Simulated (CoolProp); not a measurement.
The fluid at 270.43 K and 0.00535 MPa expands adiabatically to 0.000398 MPa with isentropic efficiency 0.8. The same conditions are run with several fluids, on thermodynamics alone (safety and materials aside).

The numbers come from the reference Helmholtz-energy equation of state of each fluid (n-perfluorohexane: Gao 2022; n-perfluoropentane: Gao 2022; ethylene: Smukala 2000; R1224YDZ: Akasaka 2023) in CoolProp.

Question: Rank n-perfluorohexane, n-perfluoropentane, ethylene, R1224YDZ by work (kJ/kg), highest first.

Answer: ethylene (126), R1224YDZ (28.2), n-perfluoropentane (15.4), n-perfluorohexane (13.2)

```
fluid               final temperature (K)  final density (kg/m³)
------------------  ---------------------  ---------------------
n-perfluorohexane                   252.7                 0.0641
n-perfluoropentane                  249.4                 0.0553
ethylene                            174.3                0.00771
R1224YDZ                            227.2                 0.0313
```
